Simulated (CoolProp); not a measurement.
Sulfur hexafluoride along the isobar 21200 kPa: Z from the reference equation and from simpler models built on Tc = 318.7 K, pc = 3755 kPa, ω = 0.210; each cubic takes its own stable root.

Model: reference Helmholtz-energy equation of state, Guder 2009, in CoolProp.

```tsv
T (K)	phase	reference
303.7	liquid	0.7646
328.9	supercritical	0.7601
354	supercritical	0.7673
379.2	supercritical	0.7859
404.3	supercritical	0.8140
429.5	supercritical	0.8486
454.6	supercritical	0.8853
479.8	supercritical	0.9210
```

Q: How far does each simpler model (van der Waals, Redlich-Kwong, Soave-Redlich-Kwong) lie from the reference over these 8 states: mean and median of the absolute difference, and the worst?

A: 
- van der Waals: mean 16.6 %, median 16.0 %, worst +34.4 % at 303.7 K and 21200 kPa
- Redlich-Kwong: mean 2.6 %, median 2.6 %, worst -5.6 % at 479.8 K and 21200 kPa
- Soave-Redlich-Kwong: mean 3.7 %, median 4.1 %, worst +4.5 % at 429.5 K and 21200 kPa
